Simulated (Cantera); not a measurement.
## Adiabatic ignition

An adiabatic, constant-volume homogeneous reactor starts with 13.5 % H2, 18.2 % O2, 68.4 % N2, equivalence ratio 0.37, at 1225 K and 5.80 bar.

Cantera simulation using the H2/O2 subset of GRI-Mech 3.0, which has no nitrogen chemistry; the numbers are that mechanism's predictions, not measurements. The hydrogen kinetics of GRI-Mech 3.0 are dated; newer H2 mechanisms differ, most at raised pressure.

```csv
t (s),T (K),P (bar),x H2,x O2,x H2O2,x O,x HO2,x H
7.00e-6,1225,5.80,0.135,0.182,1.58e-7,3.18e-6,2.05e-5,8.90e-6
1.80e-5,2356,10.4,0.000835,0.120,8.43e-7,0.00169,1.75e-5,0.000259
4.65e-5,2379,10.5,0.000405,0.121,8.53e-7,0.000837,1.45e-5,9.00e-5
0.000120,2379,10.5,0.000404,0.121,8.53e-7,0.000837,1.45e-5,9.00e-5
0.000309,2379,10.5,0.000404,0.121,8.53e-7,0.000837,1.45e-5,9.00e-5
0.000796,2379,10.5,0.000404,0.121,8.53e-7,0.000837,1.45e-5,9.00e-5
0.00205,2379,10.5,0.000404,0.121,8.53e-7,0.000837,1.45e-5,9.00e-5
0.00529,2379,10.5,0.000404,0.121,8.53e-7,0.000837,1.45e-5,9.00e-5
0.0136,2379,10.5,0.000404,0.121,8.53e-7,0.000837,1.45e-5,9.00e-5
0.0352,2379,10.5,0.000404,0.121,8.53e-7,0.000837,1.45e-5,9.00e-5
0.0906,2379,10.5,0.000404,0.121,8.53e-7,0.000837,1.45e-5,9.00e-5
0.234,2379,10.5,0.000404,0.121,8.53e-7,0.000837,1.45e-5,9.00e-5
0.602,2379,10.5,0.000404,0.121,8.53e-7,0.000837,1.45e-5,9.00e-5
1.55,2379,10.5,0.000404,0.121,8.53e-7,0.000837,1.45e-5,9.00e-5
4.00,2379,10.5,0.000404,0.121,8.53e-7,0.000837,1.45e-5,9.00e-5
```
x: mole fraction; the columns are a selection and need not sum to one.

```json
{
 "time_of_steepest_temperature_rise": "12.9 µs",
 "temperature at 4.00 s": "2379 K",
 "equilibrium_temperature": "2379 K",
 "x(H2) at 4.00 s": "0.000404 (gas-phase equilibrium 0.000404)",
 "x(O2) at 4.00 s": "0.121 (gas-phase equilibrium 0.121)",
 "x(H2O2) at 4.00 s": "8.53e-7 (gas-phase equilibrium 8.53e-7)"
}
```
